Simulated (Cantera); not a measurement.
Charge: 1 mol TEOS, 2.2 mol NO, 110 mol N2, equilibrated at 0.133 bar.

Method: chemical equilibrium by Gibbs-energy minimisation in Cantera with the NASA 1993 tables (ideal gas, pure condensed phases). Candidate condensed phases: C, C6H6, C7H8, C8H18, H2O, Si, SiC, SiO2, Si2N2O, Si3N4; 151 gas species. The feed counts by its element totals alone. Equilibrium is a limit: real reactors are often held back by kinetics, nucleation or transport.

At 1398 K, list the 4 most abundant gas species with their mole fractions, and the condensed phases.

N2 0.876, H2 0.0791, CO 0.0451, HCN 0.000128. Condensed: C(graphite) + Si2N2O(s).
